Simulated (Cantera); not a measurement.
# MgO + N2 (sublimation and decomposition of ceramics)

Charge: 1 mol MgO, 9 mol N2, held at 1330 Pa.

Method: chemical equilibrium by Gibbs-energy minimisation in Cantera with the NASA 1993 tables (ideal gas, pure condensed phases). Candidate condensed phases: Mg, MgO; 13 gas species. Equilibrium is a limit: real reactors are often held back by kinetics, nucleation or transport.

```tsv
T (K)	x N2	x Mg	x O2	x O	x NO	x MgO	n MgO(s)
1548	1.00	1.73e-7	1.95e-9	2.92e-9	1.67e-7	1.54e-11	1.000
1648	1.000	1.25e-6	3.77e-8	4.26e-8	1.13e-6	3.41e-10	1.000
1748	1.000	7.36e-6	4.87e-7	4.43e-7	5.94e-6	5.29e-9	1.000
1848	1.000	3.72e-5	4.37e-6	3.43e-6	2.50e-5	6.07e-8	1.000
1948	1.000	0.000165	2.88e-5	2.06e-5	8.72e-5	5.42e-7	0.999
2048	0.999	0.000654	0.000147	0.000101	0.000260	3.89e-6	0.994
2148	0.996	0.00232	0.000615	0.000414	0.000680	2.32e-5	0.979
2248	0.987	0.00746	0.00219	0.00148	0.00161	0.000118	0.931
2348	0.963	0.0218	0.00686	0.00468	0.00346	0.000518	0.791
```
x: gas mole fraction; n: condensed amount in mol.

From 1548 K to 2348 K the condensed part is MgO(s). The main Mg-bearing gas is Mg throughout.
